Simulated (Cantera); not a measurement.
Charge: 1 mol Si₃N₄, a varied amount of CO₂, 1.2 mol N₂, equilibrated at 1352 °C and 6.90 Pa.

These are equilibrium values from Cantera (NASA tables, ideal gas, pure condensed phases), not measurements of a reactor. Candidate condensed phases: C, Si, SiC, SiO₂, Si₂N₂O, Si₃N₄; 34 gas species. Mutual solubility and eutectic melting of coexisting phases are not modelled. The tables' values for SiN are old estimates; treat these amounts as uncertain. The numbers say what is thermodynamically allowed, not how fast it happens.

log p: log10 of the partial pressure in bar; n: condensed amount in mol.

```
n(CO₂) (mol)  log p N₂  log p SiO  log p CO  log p Si  log p Si₂N  log p SiN  n Si(s)  n SiC(s)
------------  --------  ---------  --------  --------  ----------  ---------  -------  --------
0.054            -4.18      -5.67     -7.05     -6.79       -8.75      -8.98     2.84    0.0497
0.16             -4.20      -5.22     -6.61     -6.79       -8.76      -8.99     2.54     0.147
0.27             -4.23        [?]       [?]     -6.79       -8.77      -9.01      [?]       [?]
0.38             -4.25      -4.90     -6.28     -6.79       -8.78      -9.02     1.91     0.350
0.49             -4.28      -4.81     -6.19     -6.79       -8.80      -9.03     1.60     0.451
0.6              -4.30      -4.74     -6.13     -6.79       -8.81      -9.04     1.28     0.552
0.71             -4.32      -4.69     -6.08     -6.79       -8.82      -9.05    0.971     0.654
0.82             -4.34      -4.65     -6.03     -6.79       -8.83      -9.06    0.658     0.755
0.93             -4.36      -4.61     -6.00     -6.79       -8.84      -9.07    0.345     0.856
1                -4.37      -4.59     -5.98     -6.79       -8.84      -9.08    0.146     0.921
1.1              -4.39      -4.58     -5.70     -6.92       -9.12      -9.22        0     0.945
1.3              -4.42      -4.59       [?]       [?]         [?]      -9.46        0     0.847
1.4              -4.43      -4.60     -5.16     -7.20       -9.70      -9.52        0     0.797
```

Task: Some entries are withheld; supply them.

Result: 
- 1.3, log p CO: -5.27
- 1.3, log p Si: -7.14
- 1.3, log p Si₂N: -9.58
- 0.27, log p SiO: -5.02
- 0.27, log p CO: -6.41
- 0.27, n Si(s): 2.22
- 0.27, n SiC(s): 0.249
